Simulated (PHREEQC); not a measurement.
Consider water at 90 °C with 0.0087 mol/kgw H2SO4 and 0.00018 mol/kgw Li2SO4. Closed to the air; pH follows from the charge balance.

All values are PHREEQC results (ion-association model, wateq4f.dat), not measurements.

Precipitation was switched off in this run.

Q: What pH, ionic strength does the model give?

A: pH 2.03; ionic strength 0.0129 mol/kgw.

Q: In which forms is S present?

A: HSO4- 77 %, SO4-2 23 % of the S.

Species that the database lacks are ignored. Away from 25 °C the constants follow the database's enthalpies or fits; those with neither stay at their 25 °C values.
